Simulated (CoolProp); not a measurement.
Vapour-liquid equilibrium of R152A (1) + isobutene (2) at -17.65 °C; x and y are mole fractions of (1).

The numbers come from the multi-fluid Helmholtz-energy mixture model, Outcalt 1996 and Lemmon 2005; pair parameters Bell 2016 in CoolProp.

**Question.** Give the bubble pressure and the first vapour's composition at x = 0.05, 0.2, 0.275. Is there an azeotrope?

**Answer.** x = 0.05: 0.08025 MPa, y = 0.217; x = 0.2: 0.1087 MPa, y = 0.486; x = 0.275: 0.1171 MPa, y = 0.549. y crosses x between x = 0.8 and 0.875: the model has an azeotrope there.

The pair parameters rest on a limited set of measurements; away from them the model extrapolates.
